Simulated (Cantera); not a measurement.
Gas activation for diamond growth

An isothermal, constant-pressure homogeneous reactor starts with CH4 : H2 : N2 = 0.0029 : 0.16 : 0.0039 (molar parts), at 2375 K and 0.133 bar.

Model: GRI-Mech 3.0 (53 species, 325 reactions), integrated in Cantera. GRI-Mech 3.0 stops at C3 and has no aromatics, soot or wall deposition, so with more carbon than oxygen in the feed, carbon stays in small species such as C2H2 where larger ones or solid carbon would form.

| t (s) | x CH4 | x H2 | x C2H6 | x H | x C2H | x C2H4 | x HCN |
|---|---|---|---|---|---|---|---|
| 0.000300 | 0.0104 | 0.946 | 1.29e-6 | 0.0158 | 1.52e-6 | 6.54e-5 | 3.28e-7 |
| 0.000715 | 0.00446 | 0.944 | 3.27e-7 | 0.0217 | 6.54e-6 | 2.26e-5 | 2.03e-6 |
| 0.00170 | 0.00127 | 0.942 | 3.16e-8 | 0.0261 | 1.12e-5 | 4.02e-6 | 5.62e-6 |
| 0.00405 | 0.000339 | 0.939 | 2.56e-9 | 0.0300 | 1.41e-5 | 1.64e-6 | 1.01e-5 |
| 0.00965 | 9.86e-5 | 0.935 | 2.40e-10 | 0.0336 | 1.61e-5 | 1.33e-6 | 1.47e-5 |
| 0.0230 | 3.66e-5 | 0.933 | 3.73e-11 | 0.0364 | 1.76e-5 | 1.23e-6 | 1.95e-5 |
| 0.0548 | 2.50e-5 | 0.932 | 1.89e-11 | 0.0375 | 1.81e-5 | 1.20e-6 | 2.64e-5 |
| 0.130 | 2.44e-5 | 0.931 | 1.83e-11 | 0.0376 | 1.82e-5 | 1.19e-6 | 4.11e-5 |
| 0.311 | 2.44e-5 | 0.931 | 1.82e-11 | 0.0376 | 1.81e-5 | 1.19e-6 | 7.58e-5 |
| 0.740 | 2.44e-5 | 0.931 | 1.82e-11 | 0.0376 | 1.80e-5 | 1.18e-6 | 0.000157 |
| 1.76 | 2.43e-5 | 0.931 | 1.81e-11 | 0.0376 | 1.78e-5 | 1.17e-6 | 0.000340 |
| 4.20 | 2.41e-5 | 0.931 | 1.77e-11 | 0.0376 | 1.74e-5 | 1.14e-6 | 0.000735 |
| 10.0 | 2.37e-5 | 0.931 | 1.71e-11 | 0.0376 | 1.66e-5 | 1.09e-6 | 0.00151 |
x: mole fraction; the columns are a selection and need not sum to one.

Equilibrium at this temperature and pressure: CH4 1.91e-5, H2 0.931, C2H6 1.11e-11, H 0.0376, C2H 1.01e-5, C2H4 6.62e-7, HCN 0.00747 (gas phase only).
